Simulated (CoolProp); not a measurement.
A Linde-Hampson liquefier for dry air: isothermal reversible compression at 250 K from 1 atm to 30 MPa, throttling to 1 atm, return gas leaving the recuperator 0 K below the feed. Each further row changes one setting.

The numbers come from the reference Helmholtz-energy equation of state, Lemmon 2000 in CoolProp. It is a pseudo-pure fit of the blend.

```json
[
 {"case": "as stated", "liquid yield per pass": "(withheld)", "compression work (kJ/kg of gas)": "401"},
 {"case": "high pressure 60 MPa", "liquid yield per pass": "(withheld)", "compression work (kJ/kg of gas)": "463"},
 {"case": "warm-end temperature 280 K", "liquid yield per pass": "(withheld)", "compression work (kJ/kg of gas)": "(withheld)"},
 {"case": "warm-end gap 5 K", "liquid yield per pass": "(withheld)", "compression work (kJ/kg of gas)": "401"}
]
```

### Question
Fill in the missing entries.

### Answer

- as stated, liquid yield per pass: 0.165
- high pressure 60 MPa, liquid yield per pass: 0.161
- warm-end temperature 280 K, liquid yield per pass: 0.121
- warm-end temperature 280 K, compression work (kJ/kg of gas): 455
- warm-end gap 5 K, liquid yield per pass: 0.153
